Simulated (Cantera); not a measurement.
A Cantera script and its output.

```python
import numpy as np
import cantera as ct

gas = ct.Solution("h2o2.yaml")
gas.TPX = 575, 13000, {'H2': 1, 'O2': 0.549, 'N2': 1.76}
flame = ct.FreeFlame(gas, width=0.17)
flame.set_refine_criteria(ratio=3, slope=0.08, curve=0.16)
flame.transport_model = "mixture-averaged"
flame.solve(loglevel=0, auto=True)
z, T = flame.grid, flame.T
thick = (T[-1] - T[0]) / np.gradient(T, z).max()
show = ['H2', 'O2', 'H2O', 'OH', 'H2O2', 'HO2']
print(f"laminar burning velocity  {flame.velocity[0] * 100:.3f} cm/s")
print(f"burnt temperature         {T[-1]:.1f} K")
print(f"thermal thickness         {thick * 1e3:.4f} mm")
print(f"grid points               {len(z)}")
z0 = z[flame.heat_release_rate.argmax()]
print(f"{'z/mm':>9s}{'T/K':>9s}{'u/(m/s)':>9s}" + "".join(f"{s:>11s}" for s in show))
rows = []
for k in (-3, -2, -1.5, -1, -0.5, -0.25, 0, 0.25, 0.5, 1, 2, 4, 8):
    zz = z0 + k * thick
    rows.append([k * thick, np.interp(zz, z, T), np.interp(zz, z, flame.velocity),
                 *(np.interp(zz, z, flame.X[gas.species_index(s)]) for s in show)])
    print(f"{rows[-1][0] * 1e3:9.3f}{rows[-1][1]:9.1f}{rows[-1][2]:9.3f}" + "".join(f"{x:11.3e}" for x in rows[-1][3:]))
```

It prints:

```
laminar burning velocity  587.443 cm/s
burnt temperature         2448.2 K
thermal thickness         6.2076 mm
grid points               140
     z/mm      T/K  u/(m/s)         H2         O2        H2O         OH       H2O2        HO2
  -18.623    575.0    5.874  3.022e-01  1.659e-01 -3.032e-15  3.133e-19  1.049e-17  2.334e-14
  -12.415    575.0    5.874  3.022e-01  1.659e-01  2.292e-13  1.359e-15  1.583e-16  1.628e-11
   -9.311    575.0    5.874  3.022e-01  1.659e-01  1.357e-11  1.351e-13  1.605e-14  9.295e-10
   -6.208    575.0    5.874  3.022e-01  1.659e-01  7.170e-09  9.264e-11  2.747e-11  1.976e-07
   -3.104    580.5    5.925  3.011e-01  1.659e-01  3.270e-04  2.278e-05  5.427e-07  5.772e-05
   -1.552    698.6    7.055  2.801e-01  1.628e-01  1.054e-02  3.471e-04  1.147e-06  4.169e-05
    0.000   1101.8   10.768  1.405e-01  1.145e-01  1.124e-01  3.554e-03  8.385e-07  1.762e-05
    1.552   1389.7   13.406  4.824e-02  5.441e-02  2.156e-01  9.584e-03  9.640e-07  7.418e-06
    3.104   1514.9   14.502  4.446e-02  4.758e-02  2.275e-01  1.254e-02  7.055e-07  5.550e-06
    6.208   1663.0   15.758  4.582e-02  4.393e-02  2.357e-01  1.601e-02  4.017e-07  4.230e-06
   12.415   1826.9   17.101  4.564e-02  4.013e-02  2.462e-01  1.945e-02  2.057e-07  3.149e-06
   24.830   1998.3   18.455  4.320e-02  3.615e-02  2.592e-01  2.216e-02  1.106e-07  2.316e-06
   49.661   2167.3   19.745  3.844e-02  3.214e-02  2.743e-01  2.344e-02  7.138e-08  1.847e-06
```

Cantera simulation using the H2/O2 subset of GRI-Mech 3.0, which has no nitrogen chemistry; the numbers are that mechanism's predictions, not measurements. Burning velocities carry a grid error of a few per cent, more on coarse grids.
